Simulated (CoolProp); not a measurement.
Vapour pressure (bar) of isohexane: the reference equation beside estimates from Tc = 224.6 °C, pc = 30.43 bar, ω = 0.280.

Values from CoolProp's reference Helmholtz-energy equation of state, Lemmon 2006. It is a short technical equation, of lower accuracy than the large ones.

```
T (°C)  reference  Lee-Kesler  van der Waals
------  ---------  ----------  -------------
-14.45    0.04087     0.03888          1.095
-8.55     0.05701     0.05444          1.267
-2.75     0.07776     0.07454          1.454
3.15       0.1050      0.1010          1.663
8.95       0.1389      0.1342          1.888
14.85      0.1823      0.1768          2.138
20.65      0.2351      0.2289          2.405
26.55      0.3009      0.2941          2.699
32.35      0.3793      0.3722          3.011
38.25      0.4752      0.4679          3.352
```

Absolute difference from the reference over all 10 rows, mean and median: Lee-Kesler 3.2 and 3.2 %, van der Waals 1330.7 and 1166.0 %.
